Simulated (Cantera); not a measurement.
Input: 1 mol Si, 0.59 mol HCl, 0.65 mol H2, equilibrated at 848.15 K and 1880 Torr.

Cantera equilibrium calculation (NASA polynomials, part measured and part estimated; ideal gas, pure solids and liquids). Candidate condensed phases: Si; 19 gas species. The tables' values for SiCl3 are old estimates; treat these amounts as uncertain. Rates play no part.

Problem. What is the equilibrium state?

Solution. 
```
Property        Value
----------  ---------
x(H2)           0.843
x(SiCl4)       0.0868
x(SiHCl3)      0.0640
x(SiH2Cl2)    0.00414
x(HCl)        0.00186
x(SiCl3)      7.63e-5
x(SiH3Cl)     6.35e-5
x(SiCl2)      4.84e-6
n(Si(s))    0.834 mol
gas amount  1.074 mol
```
